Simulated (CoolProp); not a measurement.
The numbers come from the reference Helmholtz-energy equation of state, Thol 2016 in CoolProp.

Q: For hexamethyldisiloxane (MM), give the phase and the Z, speed of sound (m/s), Joule-Thomson coefficient (K/MPa), expansivity (1/kK) at 361.5 K and 3.75 MPa.

A: 
- 361.5 K and 3.75 MPa: liquid; Z 0.290, speed of sound 705, Joule-Thomson coefficient -0.302, expansivity 1.56
